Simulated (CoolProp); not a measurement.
Aqueous ethanol as a coolant, at 12 °C, 1 atm.

Values from CoolProp's Melinder's fits for secondary coolants.

```
mass %  freezing point (°C)  conductivity (W/(m K))  cp (kJ/(kg K))  density (kg/m³)  viscosity (mPa s)
------  -------------------  ----------------------  --------------  ---------------  -----------------
1.3                    -0.6                   0.575           4.211            996.9               1.30
11                     -4.9                   0.512           4.349            982.5               2.09
20.8                  -11.8                     [?]           4.338            971.2               3.03
30.6                    [?]                   0.402           4.186              [?]               3.73
40.4                  -29.9                     [?]             [?]            940.3               3.99
50.1                  -37.7                   0.315           3.754            919.7               3.88
59.9                  -44.8                   0.278           3.475              [?]               3.53
```

Problem. Complete the blanks.

Solution. 
- 20.8, conductivity (W/(m K)): 0.454
- 30.6, freezing point (°C): -20.7
- 30.6, density (kg/m³): 957.8
- 40.4, conductivity (W/(m K)): 0.356
- 40.4, cp (kJ/(kg K)): 3.972
- 59.9, density (kg/m³): 897.9
